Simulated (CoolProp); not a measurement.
A single-stage vapour-compression cycle with isobutane: evaporating at 271.15 K (dew point), condensing at 333.15 K (bubble point), superheat 0 K, subcooling 0 K, compressor efficiency 0.8, no pressure losses. Each further row changes one setting.

Model: reference Helmholtz-energy equation of state, Bücker 2006, in CoolProp.

| case | cooling COP | pressure ratio | discharge temperature (K) | refrigerating effect (kJ/kg) | volumetric capacity (kJ/m³) |
|---|---|---|---|---|---|
| as stated | 2.42 | 5.95 | 334.1 | 203 | 808 |
| evaporating temperature 276.15 K | 2.77 | 4.99 | 333.4 | 210 | 985 |
| condensing temperature 328.15 K | 2.76 | 5.29 | 329.5 | 216 | 861 |
| subcooling 5 K | 2.58 | 5.95 | 334.1 | 216 | 861 |
| superheat 10 K | 2.49 | 5.95 | 343.7 | 219 | 836 |
| compressor efficiency 0.7 | 2.12 | 5.95 | 339.7 | 203 | 808 |
